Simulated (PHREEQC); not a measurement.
Dissolve 5.5 mol KOH, 0.0076 mol H3BO3 and 0.18 mol NaCl per kg of water at 25 °C. Closed to the air; pH follows from the charge balance.

All values are PHREEQC results (Pitzer model, pitzer.dat), not measurements.

```
quantity                   before    after
------------------------  -------  -------
pH                          15.47    16.03
ionic strength (mol/kgw)     5.68     5.68
B(OH)3 (mol/kgw)          2.86e-8  8.30e-9
```

Q: Name the change that produced these shifts.
(A) NaCl from 0.18 to 0.036 mol/kgw
(B) temperature from 25 to 10 °C
(C) KOH left out
(D) NaCl replaced by Na2CO3 at the same molality

A: B, temperature from 25 to 10 °C

Precipitation was switched off in this run. In brines, pH and single-ion activities rest on the MacInnes convention. Away from 25 °C the constants follow the database's enthalpies or fits; those with neither stay at their 25 °C values.
